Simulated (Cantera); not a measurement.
Charge: 1 mol Si, a varied amount of HBr, 1.1 mol H2, at 100000 Pa.

Points: T (K) = 550, 650, 750, 850, 950, 1050, 1150, 1250, 1350, 1450, 1550, 1650; n(HBr) (mol) = 2.7, 3.4, 4.3, 5.5, 7, 8.9, 11, 14, 18, 23, 30.

Cantera's Mixture.equilibrate('TP', solver="vcs", rtol=1e-11, max_steps=5000) on the NASA tables stopped like this:

```
ERROR: FAILURE its = 5001!

*******************************************************************************
CanteraError thrown by MultiPhase::equilibrate:
VCS solver failed. Return code: -1
*******************************************************************************
```

### Question
What got this run through?

### Answer
Several could match; the one computed here: The failure is numerical, not chemical. The same input converged with solver="gibbs", rtol=1e-10, max_steps=50000, and the result passed a check of the equilibrium conditions:
```
    550        2.7  Si(cr)
    550        3.4  Si(cr)
    550        4.3  gas only
    550        5.5  gas only
    550          7  gas only
    550        8.9  gas only
    550         11  gas only
    550         14  gas only
    550         18  gas only
    550         23  gas only
    550         30  gas only
    650        2.7  Si(cr)
    650        3.4  Si(cr)
    650        4.3  gas only
    650        5.5  gas only
    650          7  gas only
    650        8.9  gas only
    650         11  gas only
    650         14  gas only
    650         18  gas only
    650         23  gas only
    650         30  gas only
    750        2.7  Si(cr)
    750        3.4  Si(cr)
    750        4.3  gas only
    750        5.5  gas only
    750          7  gas only
    750        8.9  gas only
    750         11  gas only
    750         14  gas only
    750         18  gas only
    750         23  gas only
    750         30  gas only
    850        2.7  Si(cr)
    850        3.4  Si(cr)
    850        4.3  gas only
    850        5.5  gas only
    850          7  gas only
    850        8.9  gas only
    850         11  gas only
    850         14  gas only
    850         18  gas only
    850         23  gas only
    850         30  gas only
    950        2.7  Si(cr)
    950        3.4  Si(cr)
    950        4.3  gas only
    950        5.5  gas only
    950          7  gas only
    950        8.9  gas only
    950         11  gas only
    950         14  gas only
    950         18  gas only
    950         23  gas only
    950         30  gas only
   1050        2.7  Si(cr)
   1050        3.4  Si(cr)
   1050        4.3  gas only
   1050        5.5  gas only
   1050          7  gas only
   1050        8.9  gas only
   1050         11  gas only
   1050         14  gas only
   1050         18  gas only
   1050         23  gas only
   1050         30  gas only
   1150        2.7  Si(cr)
   1150        3.4  Si(cr)
   1150        4.3  gas only
   1150        5.5  gas only
   1150          7  gas only
   1150        8.9  gas only
   1150         11  gas only
   1150         14  gas only
   1150         18  gas only
   1150         23  gas only
   1150         30  gas only
   1250        2.7  Si(cr)
   1250        3.4  Si(cr)
   1250        4.3  gas only
   1250        5.5  gas only
   1250          7  gas only
   1250        8.9  gas only
   1250         11  gas only
   1250         14  gas only
   1250         18  gas only
   1250         23  gas only
   1250         30  gas only
   1350        2.7  Si(cr)
   1350        3.4  Si(cr)
   1350        4.3  gas only
   1350        5.5  gas only
   1350          7  gas only
   1350        8.9  gas only
   1350         11  gas only
   1350         14  gas only
   1350         18  gas only
   1350         23  gas only
   1350         30  gas only
   1450        2.7  Si(cr)
   1450        3.4  Si(cr)
   1450        4.3  gas only
   1450        5.5  gas only
   1450          7  gas only
   1450        8.9  gas only
   1450         11  gas only
   1450         14  gas only
   1450         18  gas only
   1450         23  gas only
   1450         30  gas only
   1550        2.7  Si(cr)
   1550        3.4  gas only
   1550        4.3  gas only
   1550        5.5  gas only
   1550          7  gas only
   1550        8.9  gas only
   1550         11  gas only
   1550         14  gas only
   1550         18  gas only
   1550         23  gas only
   1550         30  gas only
   1650        2.7  Si(cr)
   1650        3.4  gas only
   1650        4.3  gas only
   1650        5.5  gas only
   1650          7  gas only
   1650        8.9  gas only
   1650         11  gas only
   1650         14  gas only
   1650         18  gas only
   1650         23  gas only
   1650         30  gas only
```

The gas is ideal and each condensed phase is pure. The tables' values for SiBr3 are old estimates.
